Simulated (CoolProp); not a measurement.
Saturation properties of octamethyltrisiloxane (MDM) (Tc = 565.4 K, pc = 1.438 MPa, ω = 0.528).

Values from CoolProp's reference Helmholtz-energy equation of state, Thol 2017.

```
T (K)    p (MPa)  liquid density (kg/m³)  vapour density (kg/m³)  enthalpy of vaporisation (kJ/kg)
-----  ---------  ----------------------  ----------------------  --------------------------------
287.2  0.0002354                   826.2                 0.02333                             208.6
295.5  0.0004190                   817.9                 0.04038                             205.4
303.7  0.0007121                   809.7                 0.06681                             202.1
312     0.001175                   801.3                  0.1074                             198.9
320.3   0.001875                   792.8                  0.1672                             195.6
328.5   0.002889                   784.4                  0.2515                             192.4
336.8   0.004354                   775.7                  0.3704                             189.2
345.1   0.006395                   767.0                  0.5323                             186.0
```

It boils at 425.6 K under 1 atm.
